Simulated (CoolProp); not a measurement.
Vapour-liquid equilibrium of R22 (1) + R115 (2) at -52.55 °C; x and y are mole fractions of (1).

Values from CoolProp's multi-fluid Helmholtz-energy mixture model, Kamei 1995 and Lemmon 2016; pair parameters Bell 2016.

Problem. Give the bubble pressure and the first vapour's composition at x = 0.15, 0.35, 0.95. Is there an azeotrope?

Solution. x = 0.15: 0.06613 MPa, y = 0.281; x = 0.35: 0.07035 MPa, y = 0.407; x = 0.95: 0.05908 MPa, y = 0.910. y crosses x between x = 0.45 and 0.55: the model has an azeotrope there.

The pair parameters rest on a limited set of measurements; away from them the model extrapolates.
